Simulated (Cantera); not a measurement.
Input (Python, Cantera) and output of one run.

```python
import numpy as np
import cantera as ct

gas_names = [...]  # 136 gases of nasa_gas.yaml made of C, H, N, O
cond_names = """
    C(gr) C6H6(L) C7H8(L) C8H18(L),n-octa H2O(s) H2O(L)
""".split()


# ... load() reads the species with a 1 bar reference pressure and builds the phases ...
atoms = {
    'C2H6': {'C': 2, 'H': 6},
    'NH3': {'N': 1, 'H': 3},
    'N2': {'N': 2},
    'H2O': {'H': 2, 'O': 1},
}
top_T = {'C(gr)': 4500}  # K; cautious upper limits of use, not melting points


# ... equilibrate(T, P, feed) seeds the gas with the atoms and calls Mixture.equilibrate('TP', solver="vcs", rtol=1e-11, max_steps=5000) ...
results = []
T = 1848.15  # K
P = 1000  # Pa
for m in [0.16, 0.23, 0.32, 0.45, 0.63, 0.87, 1.2, 1.7, 2.4, 3.3, 4.6]:
    feed = {'C2H6': 1, 'NH3': 1.8, 'N2': 2.3, 'H2O': m}  # mol
    mix = equilibrate(T, P, feed)
    results.append((T, P, feed, dict(zip(mix.species_names, mix.species_moles))))
    x = sorted(zip(gas.X, gas.species_names), reverse=True)
    print(f"T = {T:g} K  P = {P:g} Pa  n(H2O) = {m:g} mol  gas = {mix.phase_moles(0):.4g} mol")
    print("   x: " + "  ".join(f"{s} {v:.3e}" for v, s in x if v > 0.0001))
    print("   condensed (mol): " + ("  ".join(f"{mix.phase(i).name} {mix.phase_moles(i):.4g}"
          for i in range(1, mix.n_phases) if mix.phase_moles(i) > 1e-12) or "none"))
```

Result:

```
T = 1848.15 K  P = 1000 Pa  n(H2O) = 0.16 mol  gas = 9.239 mol
   x: H2 6.301e-01  N2 3.445e-01  CO 1.732e-02  H 4.214e-03  HCN 3.595e-03  C2H2,acetylene 1.624e-04  HNC 1.516e-04
   condensed (mol): C(gr) 1.802
T = 1848.15 K  P = 1000 Pa  n(H2O) = 0.23 mol  gas = 9.38 mol
   x: H2 6.281e-01  N2 3.393e-01  CO 2.452e-02  H 4.207e-03  HCN 3.562e-03  C2H2,acetylene 1.619e-04  HNC 1.502e-04
   condensed (mol): C(gr) 1.732
T = 1848.15 K  P = 1000 Pa  n(H2O) = 0.32 mol  gas = 9.56 mol
   x: H2 6.256e-01  N2 3.329e-01  CO 3.347e-02  H 4.199e-03  HCN 3.521e-03  C2H2,acetylene 1.613e-04  HNC 1.485e-04
   condensed (mol): C(gr) 1.642
T = 1848.15 K  P = 1000 Pa  n(H2O) = 0.45 mol  gas = 9.821 mol
   x: H2 6.222e-01  N2 3.240e-01  CO 4.582e-02  H 4.187e-03  HCN 3.465e-03  C2H2,acetylene 1.604e-04  HNC 1.461e-04
   condensed (mol): C(gr) 1.511
T = 1848.15 K  P = 1000 Pa  n(H2O) = 0.63 mol  gas = 10.18 mol
   x: H2 6.177e-01  N2 3.125e-01  CO 6.188e-02  H 4.172e-03  HCN 3.390e-03  C2H2,acetylene 1.593e-04  HNC 1.429e-04
   condensed (mol): C(gr) 1.331
T = 1848.15 K  P = 1000 Pa  n(H2O) = 0.87 mol  gas = 10.66 mol
   x: H2 6.122e-01  N2 2.984e-01  CO 8.160e-02  H 4.154e-03  HCN 3.298e-03  C2H2,acetylene 1.578e-04  HNC 1.391e-04
   condensed (mol): C(gr) 1.09
T = 1848.15 K  P = 1000 Pa  n(H2O) = 1.2 mol  gas = 11.32 mol
   x: H2 6.055e-01  N2 2.809e-01  CO 1.060e-01  H 4.131e-03  HCN 3.182e-03  C2H2,acetylene 1.561e-04  HNC 1.342e-04
   condensed (mol): C(gr) 0.7589
T = 1848.15 K  P = 1000 Pa  n(H2O) = 1.7 mol  gas = 12.33 mol
   x: H2 5.966e-01  N2 2.581e-01  CO 1.379e-01  H 4.100e-03  HCN 3.028e-03  C2H2,acetylene 1.538e-04  HNC 1.277e-04
   condensed (mol): C(gr) 0.2573
T = 1848.15 K  P = 1000 Pa  n(H2O) = 2.4 mol  gas = 13.33 mol
   x: H2 5.776e-01  N2 2.401e-01  CO 1.483e-01  H2O 2.819e-02  H 4.034e-03  CO2 1.805e-03
   condensed (mol): none
T = 1848.15 K  P = 1000 Pa  n(H2O) = 3.3 mol  gas = 14.23 mol
   x: H2 5.446e-01  N2 2.249e-01  CO 1.352e-01  H2O 8.599e-02  CO2 5.327e-03  H 3.917e-03
   condensed (mol): none
T = 1848.15 K  P = 1000 Pa  n(H2O) = 4.6 mol  gas = 15.53 mol
   x: H2 5.033e-01  N2 2.061e-01  H2O 1.580e-01  CO 1.194e-01  CO2 9.350e-03  H 3.766e-03
   condensed (mol): none
```

Cantera equilibrium calculation (NASA polynomials, part measured and part estimated; ideal gas, pure solids and liquids).
